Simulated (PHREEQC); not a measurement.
Make-up at 25 °C: 72 mmol/kgw ZnCl2, 30 mmol/kgw NaCl and 54 mmol/kgw FeSO4. Closed to the air; pH follows from the charge balance.

Model: ion-association model, wateq4f.dat, run in PHREEQC.

No solid was allowed to form.

Predict the pH.

pH 5.24.

In which forms is Fe present?

Fe+2 76 %, FeSO4 19 %, FeCl+ 4.7 % of the Fe.
